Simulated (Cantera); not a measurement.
A closed system holds: 1 mol Al(CH₃)₃, 10 mol N₂O, 81 mol H₂, 12 mol O₂, equilibrated at 2198.15 K and 73.0 Pa.

Cantera equilibrium calculation (NASA polynomials, part measured and part estimated; ideal gas, pure solids and liquids). Candidate condensed phases: Al, AlN, Al₂O₃, C, C₆H₆, C₇H₈, C₈H₁₈, H₂O; 148 gas species. The feed counts by its element totals alone. The tables' values for AlOH are old estimates; treat these amounts as uncertain. Kinetics and transport are ignored.

Base state: H₂ 0.465, H₂O 0.259, H 0.141, N₂ 0.0934, CO 0.0254, OH 0.0109, CO₂ 0.00268, O 0.00230 (mole fractions); condensed: Al₂O₃(s).

**Question.** What changes in the equilibrium state with this change: temperature from 2198.15 K to 675 K?

**Answer.** 
| species | before | after |
|---|---|---|
| H₂ | 0.465 | 0.594 |
| H₂O | 0.259 | 0.274 |
| N₂ | 0.0934 | 0.102 |
| H | 0.141 | <1e-9 |
| CO₂ | 0.00268 | 0.0258 |
| OH | 0.0109 | <1e-9 |
| CO | 0.0254 | 0.00466 |
| AlO₂H | 7.13e-5 | <1e-9 |
| O | 0.00230 | <1e-9 |
| O₂ | 0.000539 | <1e-9 |
| Al₂O₃(s), mol | 0.493 | 0.500 |

**Question.** What changes in the equilibrium state with this change: temperature from 2198.15 K to 1773 K?

**Answer.** 
```
species          before     after
-------------  --------  --------
H₂                0.465     0.566
H₂O               0.259     0.294
N₂               0.0934     0.101
H                 0.141   0.00792
OH               0.0109  0.000255
CO               0.0254    0.0266
AlO₂H           7.13e-5   1.43e-7
AlO             1.94e-5     <1e-9
O₂             0.000539   6.44e-7
O               0.00230   2.79e-6
Al₂O₃(s), mol     0.493     0.500
```

**Question.** What changes in the equilibrium state with this change: temperature from 2198.15 K to 600 K?

**Answer.** 
```json
[
 {"species": "H₂", "before": "0.465", "after": "0.592"},
 {"species": "H₂O", "before": "0.259", "after": "0.275"},
 {"species": "N₂", "before": "0.0934", "after": "0.102"},
 {"species": "H", "before": "0.141", "after": "<1e-9"},
 {"species": "CO₂", "before": "0.00268", "after": "0.0269"},
 {"species": "OH", "before": "0.0109", "after": "<1e-9"},
 {"species": "CO", "before": "0.0254", "after": "0.00205"},
 {"species": "AlO₂H", "before": "7.13e-5", "after": "<1e-9"},
 {"species": "O", "before": "0.00230", "after": "<1e-9"},
 {"species": "CH₄", "before": "<1e-9", "after": "0.00159"},
 {"species": "Al₂O₃(s), mol", "before": "0.493", "after": "0.500"}
]
```
